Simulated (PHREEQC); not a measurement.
Brine: speciation

Make-up at 25 °C: 0.77 mol MgSO4, 0.086 mol KCl and 0.45 mol LiCl per kg of water. It is in equilibrium with CO2 at log p = -2 (atm). Otherwise closed; pH follows from the charge balance.

Computed with PHREEQC (Pitzer model, pitzer.dat).

```json
{
 "pH": "5.00",
 "ionic_strength": "3.62 mol/kgw",
 "activity_of_water": "0.964",
 "density": "1.098 g/cm³",
 "osmotic_coefficient": "0.772"
}
```

```
species  molality  activity   log γ
-------  --------  --------  ------
Mg+2        0.770     0.142  -0.733
SO4-2       0.770    0.0182  -1.625
Cl-         0.536     0.307  -0.241
Li+         0.450     0.406  -0.045
K+         0.0860    0.0515  -0.223
CO2      0.000228  0.000340   0.174
HCO3-     4.50e-5   1.50e-5  -0.477
HSO4-     3.20e-5   1.73e-5  -0.267
H+        1.30e-5   9.97e-6  -0.116
MgOH+     4.03e-8   2.14e-8  -0.274
CO3-2     1.30e-8  6.89e-11  -2.274
MgCO3     8.32e-9   8.32e-9   0.000
OH-       5.15e-9  9.79e-10  -0.721
```

Precipitation was switched off in this run. In brines, pH and single-ion activities rest on the MacInnes convention.
